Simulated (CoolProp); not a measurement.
Vapour-liquid equilibrium of neopentane (1) + n-pentane (2) at 394.7 K; x and y are mole fractions of (1).

Values from CoolProp's multi-fluid Helmholtz-energy mixture model, Lemmon 2006 and Thol 2019; pair parameters Bell 2016.

Problem. Give the bubble pressure and the first vapour's composition at x = 0.35, 0.65, 0.8. Is there an azeotrope?

Solution. x = 0.35: 1.183 MPa, y = 0.449; x = 0.65: 1.403 MPa, y = 0.731; x = 0.8: 1.517 MPa, y = 0.852. No azeotrope shows between x = 0.05 and 0.95.

The pair parameters rest on a limited set of measurements; away from them the model extrapolates.
